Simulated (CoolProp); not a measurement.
1,2-dichloroethane along the isobar 3810 kPa: Z from the reference equation and from simpler models built on Tc = 288.4 °C, pc = 5226 kPa, ω = 0.269; each cubic takes its own stable root.

Computed with CoolProp (reference Helmholtz-energy equation of state, Thol 2015).

```csv
T (°C),phase,reference
5.85,liquid,0.1274
12.95,liquid,0.1252
20.05,liquid,0.1231
27.15,liquid,0.1212
34.25,liquid,0.1194
41.45,liquid,0.1176
48.55,liquid,0.1160
55.65,liquid,0.1145
62.75,liquid,0.1130
69.85,liquid,0.1117
```

### Question
How far does each simpler model (van der Waals, Redlich-Kwong) lie from the reference over these 10 states: mean and median of the absolute difference, and the worst?

### Answer
- van der Waals: mean 72.7 %, median 72.7 %, worst +73.6 % at 5.85 °C and 3810 kPa
- Redlich-Kwong: mean 17.6 %, median 17.6 %, worst +17.7 % at 69.85 °C and 3810 kPa
